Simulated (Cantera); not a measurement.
An isothermal, constant-pressure homogeneous reactor starts with N₂O : N₂ = 0.15 : 9.3 (molar parts), at 1325 K and 0.0570 bar.

Model: GRI-Mech 3.0 (53 species, 325 reactions), integrated in Cantera. GRI-Mech 3.0 was tuned for natural gas; its chemistry of N2O as a main component is partial and can be far from experiment. The mechanism lacks 2 NO + O2 → 2 NO2 and HONO, so NO2 and the effect of NO are under-described below about 1400 K.

**Question.** Predict: x(N₂O) at 200 s; x(O) at 200 s; x(NO) at 200 s; x(N₂) at 200 s; x(NO₂) at 200 s.

**Answer.** 
* **x(N₂O) at 200 s**: 3.21e-9 (gas-phase equilibrium 1.77e-9)
* **x(O) at 200 s**: 9.49e-8 (gas-phase equilibrium 1.03e-7)
* **x(NO) at 200 s**: 0.00242 (gas-phase equilibrium 0.000101)
* **x(N₂) at 200 s**: 0.991 (gas-phase equilibrium 0.992)
* **x(NO₂) at 200 s**: 1.00e-6 (gas-phase equilibrium 4.56e-8)
